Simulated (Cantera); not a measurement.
## Gas-phase reforming

An isothermal, constant-pressure homogeneous reactor starts with 62.9 % CH₄, 37.1 % CO₂, at 1275 K and 101000 Pa.

Computed with Cantera and GRI-Mech 3.0 (53 species, 325 reactions). GRI-Mech 3.0 stops at C3 and has no aromatics, soot or wall deposition, so with more carbon than oxygen in the feed, carbon stays in small species such as C2H2 where larger ones or solid carbon would form.

| t (s) | x CH₄ | x CO₂ | x CH₂ | x O | x HCO |
|---|---|---|---|---|---|
| 0.000700 | 0.629 | 0.371 | <1e-12 | <1e-12 | <1e-12 |
| 0.00165 | 0.629 | 0.371 | <1e-12 | <1e-12 | <1e-12 |
| 0.00387 | 0.629 | 0.371 | 1.24e-12 | <1e-12 | <1e-12 |
| 0.00910 | 0.629 | 0.371 | 1.37e-12 | <1e-12 | <1e-12 |
| 0.0214 | 0.629 | 0.371 | 1.51e-12 | <1e-12 | <1e-12 |
| 0.0503 | 0.629 | 0.371 | 1.82e-12 | <1e-12 | <1e-12 |
| 0.118 | 0.629 | 0.371 | 2.50e-12 | <1e-12 | <1e-12 |
| 0.278 | 0.628 | 0.371 | 3.73e-12 | <1e-12 | <1e-12 |
| 0.654 | 0.626 | 0.371 | 5.09e-12 | <1e-12 | <1e-12 |
| 1.54 | 0.622 | 0.370 | 5.45e-12 | <1e-12 | <1e-12 |
| 3.62 | 0.611 | 0.367 | 5.14e-12 | <1e-12 | <1e-12 |
| 8.51 | 0.587 | 0.360 | 4.72e-12 | <1e-12 | 1.10e-12 |
| 20.0 | 0.539 | 0.340 | 5.06e-12 | <1e-12 | 3.88e-12 |
x: mole fraction; the columns are a selection and need not sum to one.

Equilibrium at this temperature and pressure: CH₄ 0.141, CO₂ 1.54e-5, CH₂ 2.03e-12, O <1e-12, HCO 9.59e-10 (gas phase only).
